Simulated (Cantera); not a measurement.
Source: NASA polynomial tables (part measured, part estimated), evaluated in Cantera. Values are per mole of reaction as written; species without (g) are pure solids or liquids, kept so even where they would boil at 1 bar.

Q: Between 1898 and 2498 K, where is each reaction favourable under standard conditions?
- 4 NO(g) + BF3(g) = BN + NF3(g) + 2 NO2(g)
- B2O3(g) + 7 NO(g) = 5 NO2(g) + 2 BN

A: 
- 4 NO(g) + BF3(g) = BN + NF3(g) + 2 NO2(g): ΔG° is 1096 kJ at 1898 K and 1289 kJ at 2498 K; it stays positive (K < 1). ΔH° is 495 kJ and ΔS° -318 J/K at 2498 K.
- B2O3(g) + 7 NO(g) = 5 NO2(g) + 2 BN: ΔG° is 883 kJ at 1898 K and 1196 kJ at 2498 K; it stays positive (K < 1). ΔH° is -95 kJ and ΔS° -517 J/K at 2498 K.
